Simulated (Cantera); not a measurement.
A perfectly stirred reactor is fed with 0.626 % H2, 99.4 % O2, equivalence ratio 0.0032, at 0.0360 bar; it is held at 1325 K, and followed from long to short residence time.

Cantera simulation using the H2/O2 subset of GRI-Mech 3.0, which has no nitrogen chemistry; the numbers are that mechanism's predictions, not measurements. Radical loss at walls, strong at low pressure, is not modelled.

**Question.** Predict: x(H2) at τ = 7.50 s; x(O2) at τ = 7.50 s; x(H) at τ = 7.50 s; x(OH) at τ = 7.50 s; x(H2O2) at τ = 7.50 s; x(H2) at τ = 67.0 ms; x(O2) at τ = 67.0 ms; x(H) at τ = 67.0 ms; x(OH) at τ = 67.0 ms; x(H2O2) at τ = 67.0 ms.

**Answer.** 
```json
{
  "x(H2) at τ = 7.50 s": "4.46e-6",
  "x(O2) at τ = 7.50 s": "0.993",
  "x(H) at τ = 7.50 s": "1.20e-6",
  "x(OH) at τ = 7.50 s": "0.000150",
  "x(H2O2) at τ = 7.50 s": "5.23e-9",
  "x(H2) at τ = 67.0 ms": "7.00e-5",
  "x(O2) at τ = 67.0 ms": "0.990",
  "x(H) at τ = 67.0 ms": "6.15e-5",
  "x(OH) at τ = 67.0 ms": "0.000583",
  "x(H2O2) at τ = 67.0 ms": "2.10e-8"
}
```
